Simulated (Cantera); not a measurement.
## Ignition delay

Mixture: 8.32 % CH3OH, 19.2 % O2, 72.2 % N2, 0.283 % H2O, equivalence ratio 0.65, at 0.550 bar, adiabatic and at constant pressure. Ignition delay is the time to a rise of 400 K.

Cantera simulation using GRI-Mech 3.0 (53 species, 325 reactions); the numbers are that mechanism's predictions, not measurements. GRI-Mech 3.0 was tuned for natural gas; its chemistry of methanol as a main component is partial and can be far from experiment.

```tsv
T0 (K)	delay (ms)
1200	18.0
1250	8.27
1300	4.10
1350	2.17
1400	1.22
1450	0.728
1500	0.455
1550	0.297
```

```yaml
apparent activation energy between 1450 and 1550 K: 170 kJ/mol
```
